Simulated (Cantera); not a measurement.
A diamond (100) surface in a fixed gas of H2 with x(CH4) = 0.0068, x(H) = 0.0046, at 1350 K, 11.3 Torr; coverages are run to steady state.

Computed with Cantera and the Harris–Goodwin 1993 mechanism for the reconstructed diamond (100) surface.

One state of this run: growth (µm/h) = 0.995; θ c6HH = 0.364; θ c6H* = 0.0540; θ c6*H = 0.532; θ c6** = 0.0484; θ c6HM = 0.000122. θ: site fractions in the mechanism's names (c6HH fully hydrogenated, c6H* and c6*H radical sites, c6** diradical, c6HM methylated).

### Question
Which value of x(CH3) does it belong to?
A. 7.8e-06
B. 0.00048
C. 0.0037
D. 0.00017

### Answer
B, 0.00048
